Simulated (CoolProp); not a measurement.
Properties of R113 at several states (Tc = 487.2 K, pc = 3.392 MPa, ω = 0.253).

Model: reference Helmholtz-energy equation of state, Marx 1992, in CoolProp.

| T (K) | p (MPa) | phase | cv (kJ/(kg K)) | speed of sound (m/s) | Joule-Thomson coefficient (K/MPa) | isothermal compressibility (1/MPa) | expansivity (1/kK) |
|---|---|---|---|---|---|---|---|
| 402.7 | 0.618 | gas | 0.7197 | 121.7 | 18.52 | 1.898 | 3.950 |
| 300.3 | 0.181 | liquid | 0.6715 | 692.6 | … | 0.001832 | 1.536 |
| 415.3 | 0.664 | gas | 0.7262 | … | 16.68 | 1.752 | 3.741 |
| 391 | 0.186 | gas | 0.6950 | 131.2 | 16.46 | 5.603 | 2.909 |
| 325.8 | 2.82 | liquid | 0.6942 | 627.9 | -0.3355 | 0.002283 | 1.612 |
| 387 | 0.13 | gas | 0.6903 | 131.9 | 16.53 | 7.919 | … |

**Question.** What belongs in the gaps?

**Answer.** 
- 300.3, Joule-Thomson coefficient (K/MPa): -0.3759
- 415.3, speed of sound (m/s): 124.1
- 387, expansivity (1/kK): 2.830
